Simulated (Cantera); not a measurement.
An adiabatic, constant-volume homogeneous reactor starts with 10.4 % CO, 1.98 % H2, 0.460 % CH4, 16.6 % O2, 62.4 % N2, 8.15 % H2O, equivalence ratio 0.43, at 1550 K and 5.00 bar.

Detailed kinetics in Cantera: GRI-Mech 3.0 (53 species, 325 reactions).

**Question.** Predict: time of steepest temperature rise; temperature at 0.200 s; equilibrium temperature; x(CO) at 0.200 s; x(H2) at 0.200 s; x(O) at 0.200 s; x(NO) at 0.200 s; x(NO2) at 0.200 s.

**Answer.** 
```json
{
 "time_of_steepest_temperature_rise": "8.22 µs",
 "temperature at 0.200 s": "2583 K",
 "equilibrium_temperature": "2583 K",
 "x(CO) at 0.200 s": "0.00717 (gas-phase equilibrium 0.00717)",
 "x(H2) at 0.200 s": "0.00114 (gas-phase equilibrium 0.00114)",
 "x(O) at 0.200 s": "0.00235 (gas-phase equilibrium 0.00235)",
 "x(NO) at 0.200 s": "0.0161 (gas-phase equilibrium 0.0161)",
 "x(NO2) at 0.200 s": "2.45e-5 (gas-phase equilibrium 2.45e-5)"
}
```
